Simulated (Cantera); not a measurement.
Charge: 1 mol Fe, 1.9 mol SO2, 230 mol N2, 4.3 mol H2O, equilibrated at 1100 K and 0.133 bar.

Cantera equilibrium calculation (NASA polynomials, part measured and part estimated; ideal gas, pure solids and liquids). Candidate condensed phases: Fe, FeO, Fe(OH)2, Fe(OH)3, FeS, FeSO4, FeS2, Fe2O3, Fe2(SO4)3, Fe3O4, H2O, H2SO4, S; 38 gas species. Mutual solubility and eutectic melting of coexisting phases are not modelled. FeS: taken at fixed stoichiometry. Gases not in the tables: S3 to S7. Equilibrium is a limit: real reactors are often held back by kinetics, nucleation or transport.

Base state: N2 0.975, H2O 0.0176, SO2 0.00572, S2 0.000909, H2 0.000419, H2S 0.000234, S2O 1.34e-5 (mole fractions); condensed: FeS(s) + Fe3O4(s).

Problem. What changes in the equilibrium state with this change: temperature from 1100 K to 1650 K?

Solution. 
| species | before | after |
|---|---|---|
| N2 | 0.975 | 0.974 |
| H2O | 0.0176 | 0.0153 |
| SO2 | 0.00572 | 0.00718 |
| H2 | 0.000419 | 0.00282 |
| H | 1.45e-9 | 1.32e-5 |
| SO | 5.41e-6 | 0.000356 |
| SH | 1.14e-6 | 2.20e-5 |
| H2S | 0.000234 | 2.87e-5 |
| S2 | 0.000909 | 0.000222 |
| FeS(s), mol | 0.0600 | 0 |
| Fe3O4(s), mol | 0.313 | 0 |
| FeO(l), mol | 0 | 0.999 |
The tables' stoichiometric FeO is somewhat more stable than real wüstite, so its field is too wide. FeO: taken at fixed stoichiometry.

Problem. What changes in the equilibrium state with this change: SO2 from 1.9 to 0.21 mol?

Solution. 
| species | before | after |
|---|---|---|
| N2 | 0.975 | 0.982 |
| H2O | 0.0176 | 0.0164 |
| H2 | 0.000419 | 0.00177 |
| SO2 | 0.00572 | 4.67e-5 |
| S2O | 1.34e-5 | 8.28e-8 |
| S2 | 0.000909 | 2.55e-5 |
| FeS(s), mol | 0.0600 | 0.148 |
| Fe3O4(s), mol | 0.313 | 0 |
| FeO(s), mol | 0 | 0.852 |
The tables' stoichiometric FeO is somewhat more stable than real wüstite, so its field is too wide. FeO, FeS: taken at fixed stoichiometry.
